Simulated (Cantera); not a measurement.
Input: 1 mol C2H2, 0.51 mol O2, equilibrated at 11.0 bar.

Method: chemical equilibrium by Gibbs-energy minimisation in Cantera with the NASA 1993 tables (ideal gas, pure condensed phases). Candidate condensed phases: C, C6H6, C7H8, C8H18, H2O; 110 gas species. The numbers say what is thermodynamically allowed, not how fast it happens.

x: gas mole fraction; n: condensed amount in mol.

```tsv
T (K)	x CO	x H2	x CH4	x H2O	x CO2	x C2H2 (acetylene)	n C(graphite)
1450	0.502	0.481	0.00839	0.00661	0.00290	2.34e-6	0.982
1525	0.504	0.485	…	…	…	…	0.979
1600	0.505	0.488	0.00427	0.00237	0.000815	1.34e-5	0.978
1675	0.505	0.490	…	…	…	…	0.977
1750	0.505	0.491	0.00242	0.00100	0.000285	5.64e-5	0.977
1825	0.505	0.492	0.00189	0.000690	0.000181	0.000106	0.977
1900	0.505	0.492	0.00150	0.000488	0.000119	0.000188	0.977
```

Q: Some entries are withheld; supply them.

A: 
- 1525, x CH4: 0.00590
- 1525, x H2O: 0.00387
- 1525, x CO2: 0.00149
- 1525, x C2H2 (acetylene): 5.86e-6
- 1675, x CH4: 0.00318
- 1675, x H2O: 0.00151
- 1675, x CO2: 0.000471
- 1675, x C2H2 (acetylene): 2.84e-5
